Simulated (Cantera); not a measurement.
Input (Python, Cantera) and output of one run.

```python
import numpy as np
import cantera as ct

gas_names = """
    C CN CO CO2 C2 CCN CNC C2N2 C2O C3 C3O2 C4 C4N2 C5 Fe FeC5O5 FeO N NCO NO NO2 NO3 N2 N2O O O2 O3
""".split()
cond_names = """
    C(gr) Fe(a) Fe(c) Fe(d) Fe(L) FeC5O5(L) FeO(s) FeO(L) Fe2O3(s) Fe3O4(s)
""".split()


# ... load() reads the species with a 1 bar reference pressure and builds the phases ...
atoms = {
    'Fe3O4': {'Fe': 3, 'O': 4},
    'CO': {'C': 1, 'O': 1},
    'N2': {'N': 2},
}
top_T = {'C(gr)': 4500, 'Fe2O3(s)': 1830, 'Fe3O4(s)': 1870}  # K; cautious upper limits of use, not melting points


# ... equilibrate(T, P, feed) seeds the gas with the atoms and calls Mixture.equilibrate('TP', solver="vcs", rtol=1e-11, max_steps=5000) ...
results = []
feed = {'Fe3O4': 1, 'CO': 4.8, 'N2': 1.2}  # mol
P = 460  # Pa
for T in [1298, 1373, 1448, 1523, 1598, 1673, 1748, 1823]:
    mix = equilibrate(T, P, feed)
    results.append((T, P, feed, dict(zip(mix.species_names, mix.species_moles))))

top = {s: max(r[3][s] / sum(r[3][g] for g in gas_names) for r in results) for s in gas_names}
cols = sorted((s for s in top if top[s] > 0.001), key=lambda s: -top[s])[:7]
seen = [c for c in cond_names if any(r[3].get(c, 0) > 1e-12 for r in results)]
print("log10 of partial pressures in bar; condensed amounts in mol")
print(f"{'T/K':>10s}" + "".join(f"{s[:9]:>10s}" for s in cols + seen))
for T, P, feed, n in results:
    ng = sum(n[g] for g in gas_names)
    print(f"{T:10.4g}" + "".join(f"{np.log10(max(n[s] / ng * P / 1e5, 1e-99)):10.3f}" for s in cols)
          + "".join(f"{n.get(c, 0):10.4g}" for c in seen))
```

Output:

```
log10 of partial pressures in bar; condensed amounts in mol
       T/K        CO        N2       CO2        Fe    FeO(s)    FeO(L)
      1298    -2.536    -3.036    -3.115    -9.137         3         0
      1373    -2.536    -3.036    -3.115    -8.282         3         0
      1448    -2.536    -3.036    -3.115    -7.519         3         0
      1523    -2.536    -3.036    -3.115    -6.833         3         0
      1598    -2.536    -3.036    -3.115    -6.213     2.999         0
      1673    -2.536    -3.036    -3.114    -5.663         0     2.997
      1748    -2.537    -3.037    -3.112    -5.187         0     2.991
      1823    -2.540    -3.038    -3.107    -4.757         0     2.977
```

Cantera equilibrium calculation (NASA polynomials, part measured and part estimated; ideal gas, pure solids and liquids). The tables' stoichiometric FeO is somewhat more stable than real wüstite, so its field is too wide. FeO: taken at fixed stoichiometry.
